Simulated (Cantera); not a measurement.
Charge: 1 mol HI, 2.7 mol H2O, 0.15 mol O2, 0.71 mol H2, at 0.450 Torr.

Cantera equilibrium calculation (NASA polynomials, part measured and part estimated; ideal gas, pure solids and liquids). Candidate condensed phases: H2O, I2; 12 gas species. Equilibrium is a limit: real reactors are often held back by kinetics, nucleation or transport. All values below are at 1302 °C.

Base state: H2O 0.612, I 0.199, H2 0.183, HI 0.00500, H 0.000726, OH 8.82e-5 (mole fractions); condensed: gas only.

Task: What changes in the equilibrium state with this change: HI replaced by H2S?

Result: 
| species | before | after |
|---|---|---|
| H2O | 0.612 | 0.473 |
| H2 | 0.183 | 0.389 |
| S2 | 0 | 0.0611 |
| I | 0.199 | 0 |
| SO2 | 0 | 0.0544 |
| SO | 0 | 0.0101 |
| H2S | 0 | 0.00606 |
| HI | 0.00500 | 0 |
Further candidate phases: H2SO4, S.

Task: What changes in the equilibrium state with this change: pressure from 0.450 Torr to 24800 Torr?

Result: 
```
species    before    after
-------  --------  -------
H2O         0.612    0.669
HI        0.00500    0.162
H2          0.183    0.122
I           0.199   0.0337
I2        8.68e-6   0.0136
H        0.000726  2.53e-6
OH        8.82e-5  5.03e-7
```
The ideal-gas law is rough above about 30 bar.
